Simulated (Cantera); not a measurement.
Feed: 1 mol TEOS, 4.2 mol CO2, at 600 K.

Equilibrium computed with Cantera from the NASA thermochemical tables; the gas is ideal and each condensed phase is pure. Candidate condensed phases: C, C6H6, C7H8, C8H18, H2O, Si, SiC, SiO2; 123 gas species. The feed counts by its element totals alone. Kinetics and transport are ignored.

Q: At 0.000590 bar, list the 5 most abundant gas species with their mole fractions, and the condensed phases.

A: H2 0.512, CO2 0.271, H2O 0.174, CO 0.0282, CH4 0.0146. Condensed: C(graphite) + SiO2(α-quartz).
